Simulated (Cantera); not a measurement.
**Silicon oxide and oxynitride deposition: HMDSO + N₂O + NO**

Feed: 1 mol HMDSO, 1.4 mol N₂O, 2.9 mol NO, equilibrated at 1625 K.

Equilibrium computed with Cantera from the NASA thermochemical tables; the gas is ideal and each condensed phase is pure. Candidate condensed phases: C, C₆H₆, C₇H₈, C₈H₁₈, H₂O, Si, SiC, SiO₂, Si₂N₂O, Si₃N₄; 151 gas species. The feed counts by its element totals alone. Mutual solubility and eutectic melting of coexisting phases are not modelled. Equilibrium is a limit: real reactors are often held back by kinetics, nucleation or transport.

```
P (Pa)   x H₂   x CO   x N₂     x SiO       x H     x HCN  n SiC(s)  n Si₂N₂O(s)  n C(graphite)
------  -----  -----  -----  --------  --------  --------  --------  -----------  -------------
5       0.519  0.270  0.165    0.0377   0.00719  0.000105      1.35            0              0
21      0.522  0.271  0.166    0.0379   0.00352  0.000106      1.35            0              0
85      0.523  0.271  0.166    0.0379   0.00175  0.000106      1.35            0              0
350     0.524  0.271  0.166    0.0379  0.000863  0.000106      1.35            0              0
1400    0.547  0.294  0.151   0.00699  0.000441  0.000251      1.17        0.358              0
5900    0.552  0.298  0.148   0.00105  0.000216  0.000649      1.13        0.426              0
24000   0.593  0.284  0.122  0.000270  0.000111  0.000641         0        0.998           1.69
100000  0.593  0.284  0.122   6.48e-5   5.43e-5  0.000641         0        1.000           1.68
```
x: gas mole fraction; n: condensed amount in mol.

From 5.00 Pa to 3.50 mbar the condensed part is SiC(s). From 14.0 mbar to 59.0 mbar the condensed part is SiC(s) + Si₂N₂O(s). From 0.240 bar to 1.00 bar the condensed part is C(graphite) + Si₂N₂O(s). The main Si-bearing gas is SiO throughout. The share of Si in condensed phases is highest at 1.00 bar (100.0 %) and lowest at 5.00 Pa (67.3 %).
